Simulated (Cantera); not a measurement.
Thermodynamics of nitride etching, feed Si3N4 + H2

Charge: 1 mol Si3N4, 20 mol H2, at 1.00 bar.

Method: chemical equilibrium by Gibbs-energy minimisation in Cantera with the NASA 1993 tables (ideal gas, pure condensed phases). Candidate condensed phases: Si, Si3N4; 18 gas species. Mutual solubility and eutectic melting of coexisting phases are not modelled. Gases not in the tables: Si2H6 and higher silanes. The numbers say what is thermodynamically allowed, not how fast it happens.

```tsv
T (K)	x H2	x N2	x H	x SiH2	x NH3	n Si3N4(s)	n Si(s)	n Si(l)
1423	1.000	9.58e-6	6.64e-6	5.26e-7	2.45e-7	1.000	0	0
1473	1.000	2.76e-5	1.27e-5	1.05e-6	3.53e-7	1.000	0.000791	0
1523	1.000	7.40e-5	2.31e-5	2.00e-6	4.98e-7	0.999	0.00217	0
1573	1.000	0.000186	4.07e-5	3.67e-6	6.85e-7	0.998	0.00550	0
1623	0.999	0.000442	6.91e-5	6.46e-6	9.24e-7	0.996	0.0131	0
1673	0.999	0.000995	0.000114	1.10e-5	1.22e-6	0.990	0.0296	0
1723	0.997	0.00237	0.000182	1.69e-5	1.67e-6	0.976	0	0.0708
```
x: gas mole fraction; n: condensed amount in mol.

At 1423 K the condensed part is Si3N4(s). From 1473 K to 1673 K the condensed part is Si(s) + Si3N4(s). At 1723 K the condensed part is Si(l) + Si3N4(s). The main Si-bearing gas is SiH4 at 1423 K and SiH2 at 1723 K.
